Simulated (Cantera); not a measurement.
A closed system holds: 1 mol CS2, 0.44 mol SO2, 17 mol N2, equilibrated at 875 K.

Equilibrium computed with Cantera from the NASA thermochemical tables; the gas is ideal and each condensed phase is pure. Candidate condensed phases: C, S; 35 gas species. The ideal-gas law is rough above about 30 bar. Gases not in the tables: S3 to S7. Kinetics and transport are ignored.

At 300 bar, list the 7 most abundant gas species with their mole fractions, and the condensed phases.

N2 0.939, COS 0.0268, CS2 0.0168, CO2 0.0102, S2 0.00297, S8 0.00273, CO 0.00140. Condensed: S(l).
